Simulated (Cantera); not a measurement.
A closed system holds: 1 mol BF3, 1.6 mol H2O, 0.24 mol H2, at 1073.15 K.

Cantera equilibrium calculation (NASA polynomials, part measured and part estimated; ideal gas, pure solids and liquids). Candidate condensed phases: B, B2O3, B3O3H3, H2O; 43 gas species. Gases not in the tables: H3BO3. Kinetics and transport are ignored.

log p: log10 of the partial pressure in bar; n: condensed amount in mol.

```
P (Pa)    log p HF   log p H2O   log p BF3    log p H2   log p BOF  log p B3O3F3   n B2O3(l)
------  ----------  ----------  ----------  ----------  ----------  ------------  ----------
10           -4.27       -4.66       -5.00       -5.13       -5.31         -5.93       0.192
32           -3.79       -4.10       -4.40       -4.61       -5.11         -5.33       0.191
100          -3.33       -3.55       -3.84       -4.11       -4.93         -4.77       0.174
320          -2.87       -3.00       -3.28       -3.60       -4.74         -4.21       0.149
1000    (withheld)  (withheld)  (withheld)  (withheld)  (withheld)    (withheld)  (withheld)
3200    (withheld)  (withheld)  (withheld)  (withheld)  (withheld)    (withheld)  (withheld)
10000        -1.54       -1.41       -1.67       -2.09       -4.20         -2.61      0.0626
32000        -1.10       -0.88       -1.14       -1.59       -4.03         -2.07      0.0321
100000       -0.67       -0.37       -0.62       -1.09       -3.85         -1.56           0
```

Question: Some entries are withheld; supply them.

Answer: 
- 3200, log p HF: -1.97
- 3200, log p H2O: -1.93
- 3200, log p BF3: -2.20
- 3200, log p H2: -2.59
- 3200, log p BOF: -4.38
- 3200, log p B3O3F3: -3.13
- 3200, n B2O3(l): 0.0916
- 1000, log p HF: -2.42
- 1000, log p H2O: -2.47
- 1000, log p BF3: -2.74
- 1000, log p H2: -3.10
- 1000, log p BOF: -4.56
- 1000, log p B3O3F3: -3.68
- 1000, n B2O3(l): 0.121
